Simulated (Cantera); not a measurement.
Input (Python, Cantera):

```python
import numpy as np
import cantera as ct

gas = ct.Solution("gri30.yaml")


def delay(T, t_max=10):
    gas.TPX = T, 3200000, {'CH4': 1, 'C2H6': 0.09, 'C3H8': 0.29, 'O2': 4.65, 'N2': 18.1}
    reactor = ct.IdealGasConstPressureReactor(gas, clone=False)
    net = ct.ReactorNet([reactor])
    net.rtol, net.atol = 1e-8, 1e-16
    while net.time < t_max:
        t_old, T_old = net.time, reactor.T
        net.step()
        if reactor.T > T + 400:  # ignition: a rise of 400 K
            return t_old + (T + 400 - T_old) / (reactor.T - T_old) * (net.time - t_old)
    return np.nan


taus = []
for T in [1075, 1125, 1175, 1225, 1275, 1325]:
    taus.append(delay(T))
    print(f"T0 = {T:6g} K   tau = {taus[-1]:.4e} s")
```

It prints:

```
T0 =   1075 K   tau = 2.4715e-03 s
T0 =   1125 K   tau = 1.2038e-03 s
T0 =   1175 K   tau = 6.1392e-04 s
T0 =   1225 K   tau = 3.2238e-04 s
T0 =   1275 K   tau = 1.7293e-04 s
T0 =   1325 K   tau = 9.4710e-05 s
```

Detailed kinetics in Cantera: GRI-Mech 3.0 (53 species, 325 reactions). GRI-Mech 3.0 was tuned for natural gas; its chemistry of propane as a main component is partial and can be far from experiment. The pressure lies above the range GRI-Mech 3.0 was tuned for (to about 10 atm).
